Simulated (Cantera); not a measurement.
**Pyrogenic steam for wet oxidation**

An isothermal, constant-pressure homogeneous reactor starts with 16.9 % H2, 33.2 % O2, 49.8 % N2, at 998 K and 510 Torr.

Detailed kinetics in Cantera: GRI-Mech 3.0 (53 species, 325 reactions). The temperature is held fixed by assumption; the heat of reaction is taken as removed at once.

```json
[
 {"t (s)": "1.00e-5", "x H2": "0.169", "x O2": "0.332", "x H": "2.63e-10", "x NO": "<1e-12", "x OH": "2.87e-11", "x HO2": "4.00e-10"},
 {"t (s)": "3.16e-5", "x H2": "0.169", "x O2": "0.332", "x H": "2.36e-9", "x NO": "<1e-12", "x OH": "2.87e-10", "x HO2": "3.45e-9"},
 {"t (s)": "0.000100", "x H2": "0.169", "x O2": "0.332", "x H": "6.38e-7", "x NO": "<1e-12", "x OH": "7.91e-8", "x HO2": "8.85e-7"},
 {"t (s)": "0.000316", "x H2": "0.0453", "x O2": "0.286", "x H": "0.000413", "x NO": "1.31e-7", "x OH": "0.000341", "x HO2": "0.000228"},
 {"t (s)": "0.00100", "x H2": "0.0338", "x O2": "0.283", "x H": "1.48e-6", "x NO": "6.47e-8", "x OH": "1.49e-6", "x HO2": "0.000114"},
 {"t (s)": "0.00316", "x H2": "0.0325", "x O2": "0.282", "x H": "1.71e-6", "x NO": "5.57e-8", "x OH": "1.79e-6", "x HO2": "0.000104"},
 {"t (s)": "0.0100", "x H2": "0.0272", "x O2": "0.280", "x H": "1.87e-6", "x NO": "5.75e-8", "x OH": "2.46e-6", "x HO2": "0.000111"},
 {"t (s)": "0.0316", "x H2": "0.0149", "x O2": "0.276", "x H": "9.48e-7", "x NO": "4.58e-8", "x OH": "2.28e-6", "x HO2": "8.47e-5"},
 {"t (s)": "0.100", "x H2": "0.00357", "x O2": "0.272", "x H": "1.51e-7", "x NO": "2.54e-8", "x OH": "1.44e-6", "x HO2": "3.51e-5"},
 {"t (s)": "0.316", "x H2": "0.000463", "x O2": "0.271", "x H": "6.88e-9", "x NO": "9.66e-9", "x OH": "5.13e-7", "x HO2": "7.29e-6"},
 {"t (s)": "1.00", "x H2": "7.34e-5", "x O2": "0.270", "x H": "3.01e-10", "x NO": "4.14e-9", "x OH": "1.40e-7", "x HO2": "1.44e-6"}
]
```
x: mole fraction; the columns are a selection and need not sum to one.

Equilibrium at this temperature and pressure: H2 3.58e-11, O2 0.270, H <1e-12, NO 2.90e-5, OH 1.77e-7, HO2 1.35e-9 (gas phase only).
